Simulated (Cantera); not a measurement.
**Ignition delay**

Mixture: 22.2 % CO, 8.44 % H2, 11.8 % O2, 57.6 % N2, at 24800 Torr, adiabatic and at constant volume. Ignition delay is the time to a rise of 400 K.

Cantera simulation using GRI-Mech 3.0 (53 species, 325 reactions); the numbers are that mechanism's predictions, not measurements. The hydrogen kinetics of GRI-Mech 3.0 are dated; newer H2 mechanisms differ, most at raised pressure. The pressure lies above the range GRI-Mech 3.0 was tuned for (to about 10 atm). Below about 950 K walls govern HO2 and H2O2 in real vessels.

```tsv
T0 (K)	delay (ms)
875	50.0
950	7.05
1025	1.32
1100	0.304
1175	0.0810
1250	0.0238
```

| Property | Value |
|---|---|
| apparent activation energy between 1100 and 1250 K | 190 kJ/mol |
